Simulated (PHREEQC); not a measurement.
**Buffer**

Consider water at 25 °C with 1.6 mol NH4Cl and 8.8e-05 mol Na2HPO4 per kg of water. Closed to the air; pH follows from the charge balance.

The numbers come from PHREEQC with the ion-association model, phreeqc.dat.

Each row changes one thing in this solution. This is a speciation only: nothing precipitates in the calculation.

```tsv
case	pH	ionic strength (mol/kgw)
as made	5.45	1.60
0.049 mol/kgw KBr added	___	1.65
diluted 100-fold with water	5.63	___
NH4Cl left out	8.55	0.000260
Na2HPO4 replaced by NaBr at the same molality	4.83	1.60
temperature from 25 to 65 °C	4.56	1.60
Na2HPO4 replaced by K3PO4 at the same molality	___	1.60
```

Task: What belongs in the gaps?

Result: 
- 0.049 mol/kgw KBr added, pH: 5.46
- diluted 100-fold with water, ionic strength (mol/kgw): 0.0160
- Na2HPO4 replaced by K3PO4 at the same molality, pH: 5.74

The ionic strength passes 0.7 mol/kgw, the rough limit of the ion-association models, in as made; 0.049 mol/kgw KBr added; Na2HPO4 replaced by NaBr at the same molality; temperature from 25 to 65 °C; Na2HPO4 replaced by K3PO4 at the same molality. At this temperature some constants are extrapolated from 25 °C, and those without enthalpy data are left unchanged.
